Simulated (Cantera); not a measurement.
A perfectly stirred reactor is fed with CH₄ : C₂H₆ : O₂ : N₂ = 1 : 0.54 : 3.93 : 14.8 (molar parts), equivalence ratio 0.99, at 5550 Torr; it is adiabatic with a 650 K inlet, and is followed from long to short residence time, starting on the burning branch (τ in s: 0.14, 0.057, 0.023, 0.0093, 0.0038, 0.0015, 0.00062, 0.00025, 0.0001, 4.2e-05, 1.7e-05, 6.8e-06).

Detailed kinetics in Cantera: GRI-Mech 3.0 (53 species, 325 reactions).

Question: What does this change do: inlet temperature 650 to 350 K?

Answer: 
```
quantity                                                                      before                               after
------------------------------------------------  ----------------------------------  ----------------------------------
blow-out, bracketed by the residence times tried  burning at 17.0 µs, out at 6.80 µs  burning at 42.0 µs, out at 17.0 µs
x(CH₄) at τ = 0.140 s                                                        1.82e-7                             4.90e-7
x(C₂H₆) at τ = 0.140 s                                                       7.78e-9                             1.78e-8
x(O₂) at τ = 0.140 s                                                         0.00690                             0.00466
x(HO₂) at τ = 0.140 s                                                        2.15e-6                             1.05e-6
x(HCN) at τ = 0.140 s                                                        8.17e-8                             1.65e-7
x(CH₄) at τ = 0.620 ms                                                       2.38e-5                             3.91e-5
x(C₂H₆) at τ = 0.620 ms                                                      1.66e-6                             3.32e-6
x(O₂) at τ = 0.620 ms                                                         0.0115                              0.0105
x(HO₂) at τ = 0.620 ms                                                       4.69e-6                             5.47e-6
x(HCN) at τ = 0.620 ms                                                       2.22e-6                             2.12e-6
```

Question: What does this change do: 1 parts H2 added?

Answer: 
| quantity | before | after |
|---|---|---|
| blow-out, bracketed by the residence times tried | burning at 17.0 µs, out at 6.80 µs | burning at 17.0 µs, out at 6.80 µs |
| x(CH₄) at τ = 0.140 s | 1.82e-7 | 3.88e-7 |
| x(C₂H₆) at τ = 0.140 s | 7.78e-9 | 7.32e-9 |
| x(O₂) at τ = 0.140 s | 0.00690 | 0.000726 |
| x(HO₂) at τ = 0.140 s | 2.15e-6 | 4.57e-7 |
| x(HCN) at τ = 0.140 s | 8.17e-8 | 1.41e-7 |
| x(CH₄) at τ = 0.620 ms | 2.38e-5 | 2.92e-5 |
| x(C₂H₆) at τ = 0.620 ms | 1.66e-6 | 1.44e-6 |
| x(O₂) at τ = 0.620 ms | 0.0115 | 0.00303 |
| x(HO₂) at τ = 0.620 ms | 4.69e-6 | 2.36e-6 |
| x(HCN) at τ = 0.620 ms | 2.22e-6 | 5.77e-6 |
